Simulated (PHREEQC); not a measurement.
Spent oxide etchant: speciation

A solution holds 0.3 mol/kgw HF, 8.7e-05 mol/kgw H2SiF6, 0.14 mol/kgw HBF4 and 0.00029 mol/kgw HNO3, at 25 °C. Closed to the air; pH follows from the charge balance.

Computed with PHREEQC (ion-association model, phreeqc.dat).

Each row changes one thing in this solution. No solid was allowed to form.

| case | pH | ionic strength (mol/kgw) | HF (mol/kgw) | HF2- (mol/kgw) | F- (mol/kgw) | BF3OH- (mol/kgw) |
|---|---|---|---|---|---|---|
| as made | 0.93 | 0.145 | 0.293 | 0.00261 | 0.00234 | 0.000168 |
| H2SiF6 left out | 0.93 | 0.145 | 0.293 | 0.00261 | 0.00234 | 0.000169 |
| temperature from 25 to 55 °C | 0.94 | 0.144 | 0.295 | 0.00178 | 0.00138 | 0.000306 |
| HF from 0.3 to 0.15 mol/kgw | 0.94 | 0.142 | 0.148 | 0.000678 | 0.00120 | 0.000334 |
| temperature from 25 to 45 °C | 0.94 | 0.144 | 0.294 | 0.00208 | 0.00166 | 0.000249 |

At this temperature some constants are extrapolated from 25 °C, and those without enthalpy data are left unchanged. SiF6-2 is the database's only silicon fluoride. Real BF4- forms and hydrolyses slowly; the run takes it at equilibrium.
